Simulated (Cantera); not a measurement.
A perfectly stirred reactor is fed with 6.38 % CH4, 19.6 % O2, 74.0 % N2, equivalence ratio 0.65, at 0.870 bar; it is adiabatic with a 600 K inlet, and is followed from long to short residence time, starting on the burning branch (τ in s: 0.2, 0.079, 0.032, 0.013, 0.0053, 0.0022, 0.00087, 0.00035, 0.00014, 5.8e-05, 2.4e-05, 9.6e-06, 3.9e-06).

Computed with Cantera and GRI-Mech 3.0 (53 species, 325 reactions).

x: mole fraction; the columns are a selection and need not sum to one.

```json
[
 {"τ (s)": "0.20", "T (K)": "1977", "x CH4": "3.43e-6", "x O2": "0.0685", "x HO2": "1.36e-6", "x NO2": "1.94e-7", "x OH": "0.00196"},
 {"τ (s)": "0.079", "T (K)": "1972", "x CH4": "[?]", "x O2": "0.0685", "x HO2": "[?]", "x NO2": "[?]", "x OH": "[?]"},
 {"τ (s)": "0.032", "T (K)": "1964", "x CH4": "1.32e-5", "x O2": "0.0686", "x HO2": "2.07e-6", "x NO2": "6.82e-8", "x OH": "0.00287"},
 {"τ (s)": "0.013", "T (K)": "1950", "x CH4": "2.38e-5", "x O2": "0.0688", "x HO2": "3.05e-6", "x NO2": "4.19e-8", "x OH": "0.00362"},
 {"τ (s)": "0.0053", "T (K)": "1927", "x CH4": "4.28e-5", "x O2": "0.0692", "x HO2": "4.83e-6", "x NO2": "2.47e-8", "x OH": "0.00451"},
 {"τ (s)": "0.0022", "T (K)": "1892", "x CH4": "7.79e-5", "x O2": "0.0700", "x HO2": "7.72e-6", "x NO2": "1.47e-8", "x OH": "0.00541"},
 {"τ (s)": "0.00087", "T (K)": "1841", "x CH4": "0.000156", "x O2": "0.0715", "x HO2": "1.26e-5", "x NO2": "8.78e-9", "x OH": "0.00618"},
 {"τ (s)": "0.00035", "T (K)": "1773", "x CH4": "0.000344", "x O2": "0.0743", "x HO2": "2.03e-5", "x NO2": "5.36e-9", "x OH": "0.00644"},
 {"τ (s)": "0.00014", "T (K)": "1678", "x CH4": "0.000983", "x O2": "0.0808", "x HO2": "3.73e-5", "x NO2": "2.91e-9", "x OH": "0.00569"},
 {"τ (s)": "5.8e-5", "T (K)": "600", "x CH4": "0.0638", "x O2": "0.196", "x HO2": "<1e-12", "x NO2": "<1e-12", "x OH": "<1e-12"},
 {"τ (s)": "2.4e-5", "T (K)": "600", "x CH4": "0.0638", "x O2": "0.196", "x HO2": "<1e-12", "x NO2": "<1e-12", "x OH": "<1e-12"},
 {"τ (s)": "9.6e-6", "T (K)": "600", "x CH4": "0.0638", "x O2": "0.196", "x HO2": "<1e-12", "x NO2": "<1e-12", "x OH": "<1e-12"},
 {"τ (s)": "3.9e-6", "T (K)": "600", "x CH4": "0.0638", "x O2": "0.196", "x HO2": "<1e-12", "x NO2": "<1e-12", "x OH": "<1e-12"}
]
```

Task: Fill in the missing entries.

Result: 
- 0.079, x CH4: 7.04e-6
- 0.079, x HO2: 1.58e-6
- 0.079, x NO2: 1.10e-7
- 0.079, x OH: 0.00232
